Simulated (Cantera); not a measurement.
# C₆H₆ + NH₃ (carbon deposition, reforming and gasification)

Charge: 1 mol C₆H₆, 0.3 mol NH₃, at 0.133 bar.

Cantera equilibrium calculation (NASA polynomials, part measured and part estimated; ideal gas, pure solids and liquids). Candidate condensed phases: C, C₆H₆, C₇H₈, C₈H₁₈; 92 gas species. Equilibrium is a limit: real reactors are often held back by kinetics, nucleation or transport.

```json
[
 {"T (°C)": "277", "x H₂": "0.119", "x CH₄": "0.805", "x N₂": "0.0751", "x NH₃": "0.000159", "x C₂H₆": "9.07e-7", "x HCN": "<1e-12", "x C₂H₄": "1.80e-11", "n C(graphite)": "4.39"},
 {"T (°C)": "327", "x H₂": "0.235", "x CH₄": "0.694", "x N₂": "0.0705", "x NH₃": "0.000168", "x C₂H₆": "1.20e-6", "x HCN": "1.46e-11", "x C₂H₄": "1.58e-10", "n C(graphite)": "4.52"},
 {"T (°C)": "377", "x H₂": "0.395", "x CH₄": "0.541", "x N₂": "0.0641", "x NH₃": "0.000157", "x C₂H₆": "1.27e-6", "x HCN": "1.43e-10", "x C₂H₄": "8.75e-10", "n C(graphite)": "4.74"},
 {"T (°C)": "427", "x H₂": "0.572", "x CH₄": "0.371", "x N₂": "0.0571", "x NH₃": "0.000129", "x C₂H₆": "1.05e-6", "x HCN": "9.54e-10", "x C₂H₄": "3.23e-9", "n C(graphite)": "5.03"},
 {"T (°C)": "477", "x H₂": "0.725", "x CH₄": "0.224", "x N₂": "0.0510", "x NH₃": "9.49e-5", "x C₂H₆": "6.76e-7", "x HCN": "4.71e-9", "x C₂H₄": "8.39e-9", "n C(graphite)": "5.34"},
 {"T (°C)": "527", "x H₂": "0.830", "x CH₄": "0.123", "x N₂": "0.0468", "x NH₃": "6.52e-5", "x C₂H₆": "3.67e-7", "x HCN": "1.85e-8", "x C₂H₄": "1.66e-8", "n C(graphite)": "5.60"},
 {"T (°C)": "577", "x H₂": "0.890", "x CH₄": "0.0657", "x N₂": "0.0444", "x NH₃": "4.38e-5", "x C₂H₆": "1.83e-7", "x HCN": "6.08e-8", "x C₂H₄": "2.72e-8", "n C(graphite)": "5.78"},
 {"T (°C)": "627", "x H₂": "0.922", "x CH₄": "0.0353", "x N₂": "0.0431", "x NH₃": "2.97e-5", "x C₂H₆": "9.03e-8", "x HCN": "1.74e-7", "x C₂H₄": "3.99e-8", "n C(graphite)": "5.88"},
 {"T (°C)": "677", "x H₂": "0.938", "x CH₄": "0.0197", "x N₂": "0.0425", "x NH₃": "2.06e-5", "x C₂H₆": "4.58e-8", "x HCN": "4.46e-7", "x C₂H₄": "5.44e-8", "n C(graphite)": "5.93"},
 {"T (°C)": "727", "x H₂": "0.946", "x CH₄": "0.0114", "x N₂": "0.0421", "x NH₃": "1.47e-5", "x C₂H₆": "2.42e-8", "x HCN": "1.04e-6", "x C₂H₄": "7.06e-8", "n C(graphite)": "5.96"}
]
```
x: gas mole fraction; n: condensed amount in mol.

From 277 °C to 727 °C the condensed part is C(graphite). The main C-bearing gas is CH₄ throughout. The share of C in condensed phases is highest at 727 °C (99.3 %) and lowest at 277 °C (73.2 %).
